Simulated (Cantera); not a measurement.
# Equilibrium for boron, boron nitride and boron oxide: B2H6 + O2

Input: 1 mol B2H6, 1 mol O2, at 1473.15 K.

Cantera equilibrium calculation (NASA polynomials, part measured and part estimated; ideal gas, pure solids and liquids). Candidate condensed phases: B, B2O3, B3O3H3, H2O; 23 gas species. The feed counts by its element totals alone. Mutual solubility and eutectic melting of coexisting phases are not modelled. Kinetics and transport are ignored.

From 10.0 Pa to 32.0 Pa the condensed part is B(s). From 1.00 mbar to 1.00 bar the condensed part is B(s) + B2O3(l). The main B-bearing gas is B2O2 at 10.0 Pa and B3O3H3 at 1.00 bar.

```
P (Pa)   x H2    x B2O2    x HBO    x B2O3  x B3O3H3      x BO    x HBO2  n B(s)  n B2O3(l)
------  -----  --------  -------  --------  --------  --------  --------  ------  ---------
10      0.695     0.161    0.118    0.0187   6.05e-6   0.00487   0.00148  0.0801          0
32      0.702     0.148    0.114    0.0296   5.57e-5   0.00261   0.00246   0.127          0
100     0.850    0.0567   0.0775    0.0124  0.000171  0.000914   0.00183   0.453      0.405
320     0.931    0.0177   0.0454   0.00387  0.000352  0.000286   0.00107   0.582      0.566
1000    0.965   0.00567   0.0261   0.00124  0.000656   9.14e-5  0.000616   0.627      0.621
3200    0.981   0.00177   0.0147  0.000387   0.00120   2.86e-5  0.000347   0.645      0.643
10000   0.989  0.000567  0.00836  0.000124   0.00215   9.14e-6  0.000197   0.651      0.650
32000   0.991  0.000177  0.00468   3.87e-5   0.00386   2.86e-6  0.000110   0.650      0.650
100000  0.990   5.67e-5  0.00265   1.24e-5   0.00682   9.14e-7   6.24e-5   0.644      0.643
```
x: gas mole fraction; n: condensed amount in mol.
